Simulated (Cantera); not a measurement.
Cantera run, input and output.

```python
import numpy as np
import cantera as ct

gas = ct.Solution("gri30.yaml")
gas.TPX = 2125, 180000, {'NO': 1, 'N2': 2}
reactor = ct.IdealGasConstPressureReactor(gas, energy="off", clone=False)
net = ct.ReactorNet([reactor])
net.rtol, net.atol = 1e-08, 1e-18
show = ['NO', 'N2', 'O', 'NO2', 'N2O']
times = np.geomspace(0.0002, 300, 10)

steps = ct.SolutionArray(gas, extra=["t"])
rows = []
print(f"{'t/s':>10s}{'T/K':>9s}{'P/Pa':>11s}" + "".join(f"{s:>11s}" for s in show))
for t in times:
    while net.time < t:
        t_next = net.step()
        steps.append(gas.state, t=t_next)
    rows.append([np.interp(t, steps.t, y) for y in (steps.T, steps.P, *steps(*show).X.T)])
    print(f"{t:10.3e}{rows[-1][0]:9.1f}{rows[-1][1]:11.4g}" + "".join(f"{x:11.3e}" for x in rows[-1][2:]))
rate = np.gradient(steps.T, steps.t)
print("integrator steps:", len(steps.t))
if steps.T.max() > steps.T[0] + 200:
    print(f"time of steepest temperature rise: {steps.t[rate.argmax()]:.4e} s")
gas.TPX = 2125, 180000, {'NO': 1, 'N2': 2}
gas.equilibrate("TP")
print(f"equilibrium (TP): T = {gas.T:.1f} K  " + "  ".join(f"{s} {gas[s].X[0]:.3e}" for s in show))
```

It prints:

```
       t/s      T/K       P/Pa         NO         N2          O        NO2        N2O
 2.000e-04   2125.0    1.8e+05  3.330e-01  6.668e-01  6.950e-05  6.983e-05  4.995e-05
 9.711e-04   2125.0    1.8e+05  3.319e-01  6.673e-01  1.129e-04  1.175e-04  5.821e-05
 4.715e-03   2125.0    1.8e+05  3.265e-01  6.700e-01  1.293e-04  1.337e-04  5.614e-05
 2.289e-02   2125.0    1.8e+05  3.005e-01  6.830e-01  1.893e-04  1.840e-04  4.695e-05
 1.112e-01   2125.0    1.8e+05  1.955e-01  7.354e-01  3.356e-04  2.169e-04  1.951e-05
 5.397e-01   2125.0    1.8e+05  3.590e-02  8.152e-01  4.784e-04  5.736e-05  1.276e-06
 2.621e+00   2125.0    1.8e+05  9.612e-03  8.283e-01  4.977e-04  1.600e-05  7.338e-07
 1.272e+01   2125.0    1.8e+05  9.556e-03  8.283e-01  4.977e-04  1.591e-05  7.334e-07
 6.179e+01   2125.0    1.8e+05  9.556e-03  8.283e-01  4.977e-04  1.591e-05  7.334e-07
 3.000e+02   2125.0    1.8e+05  9.556e-03  8.283e-01  4.977e-04  1.591e-05  7.334e-07
integrator steps: 1080
equilibrium (TP): T = 2125.0 K  NO 9.556e-03  N2 8.283e-01  O 4.977e-04  NO2 1.591e-05  N2O 7.334e-07
```

Computed with Cantera and GRI-Mech 3.0 (53 species, 325 reactions).
